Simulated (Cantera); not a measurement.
## Equilibrium for silicon nitride deposition: SiF4 + NH3

Feed: 1 mol SiF4, a varied amount of NH3, at 575 °C and 89.0 Pa.

Equilibrium computed with Cantera from the NASA thermochemical tables; the gas is ideal and each condensed phase is pure. Candidate condensed phases: Si, Si3N4; 37 gas species. The numbers say what is thermodynamically allowed, not how fast it happens.

| n(NH3) (mol) | log p SiF4 | log p H2 | log p N2 | log p HF | log p SiHF3 | log p SiF3 | log p NH3 | log p SiH2F2 | n Si3N4(s) |
|---|---|---|---|---|---|---|---|---|---|
| 0.18 | -3.18 | -3.75 | -4.23 | -6.88 | -7.00 | -8.43 | -10.47 | -11.06 | 0 |
| 0.37 | -3.29 | -3.55 | -4.02 | -6.77 | -7.01 | -8.54 | -10.06 | -10.97 | 1.13e-5 |
| 0.55 | -3.37 | -3.46 | -3.93 | -6.73 | -7.04 | -8.62 | -9.88 | -10.95 | 1.82e-5 |
| 0.74 | -3.45 | -3.40 | -3.88 | -6.71 | -7.08 | -8.68 | -9.76 | -10.95 | 2.53e-5 |
| 0.92 | -3.50 | -3.36 | -3.84 | -6.70 | -7.11 | -8.73 | -9.69 | -10.96 | 3.17e-5 |
| 1.1 | -3.56 | -3.34 | -3.82 | -6.70 | -7.14 | -8.77 | -9.64 | -10.97 | 3.79e-5 |
| 1.3 | -3.61 | -3.32 | -3.79 | -6.70 | -7.17 | -8.82 | -9.60 | -10.98 | 4.46e-5 |
| 1.5 | -3.65 | -3.30 | -3.78 | -6.70 | -7.20 | -8.85 | -9.56 | -10.99 | 5.12e-5 |
| 1.7 | -3.69 | -3.29 | -3.76 | -6.70 | -7.23 | -8.89 | -9.54 | -11.00 | 5.75e-5 |
| 1.9 | -3.73 | -3.28 | -3.75 | -6.70 | -7.25 | -8.92 | -9.52 | -11.01 | 6.38e-5 |
| 2 | -3.75 | -3.27 | -3.75 | -6.70 | -7.26 | -8.93 | -9.51 | -11.02 | 6.69e-5 |
| 2.2 | -3.78 | -3.26 | -3.74 | -6.71 | -7.29 | -8.96 | -9.49 | -11.03 | 7.29e-5 |
log p: log10 of the partial pressure in bar; n: condensed amount in mol.

At 0.18 mol NH3 nothing is condensed. From 0.37 mol NH3 to 2.2 mol NH3 the condensed part is Si3N4(s). The main Si-bearing gas is SiF4 throughout.
